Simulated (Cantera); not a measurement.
## Thermodynamics of silicon nitride deposition, feed SiHCl₃ + NH₃

A closed system holds: 1 mol SiHCl₃, a varied amount of NH₃, equilibrated at 1075 °C and 2700 Pa.

Cantera equilibrium calculation (NASA polynomials, part measured and part estimated; ideal gas, pure solids and liquids). Candidate condensed phases: NH₄Cl, Si, Si₃N₄; 28 gas species. The tables' values for SiCl₃ are old estimates; treat these amounts as uncertain. The numbers say what is thermodynamically allowed, not how fast it happens.

| n(NH₃) (mol) | x H₂ | x HCl | x N₂ | x SiCl₄ | n Si₃N₄(s) |
|---|---|---|---|---|---|
| 2.7 | 0.488 | 0.375 | 0.116 | 0.0116 | 0.285 |
| 3.3 | 0.517 | 0.338 | 0.132 | 0.00618 | 0.300 |
| 3.9 | 0.543 | 0.304 | 0.146 | 0.00345 | 0.309 |
| 4.7 | 0.570 | 0.266 | 0.160 | 0.00172 | 0.317 |
| 5.7 | 0.596 | 0.228 | 0.173 | 0.000809 | 0.322 |
| 6.8 | 0.618 | 0.196 | 0.184 | 0.000399 | 0.325 |
| 8.2 | 0.638 | 0.167 | 0.194 | 0.000187 | 0.328 |
| 9.8 | 0.655 | 0.142 | 0.203 | 9.03e-5 | 0.329 |
| 12 | 0.671 | 0.118 | 0.211 | 3.96e-5 | 0.330 |
x: gas mole fraction; n: condensed amount in mol.

From 2.7 mol NH₃ to 12 mol NH₃ the condensed part is Si₃N₄(s). The main Si-bearing gas is SiCl₄ at 2.7 mol NH₃ and SiCl₂ at 12 mol NH₃. The share of Si in condensed phases is highest at 12 mol NH₃ (99.1 %) and lowest at 2.7 mol NH₃ (85.6 %).
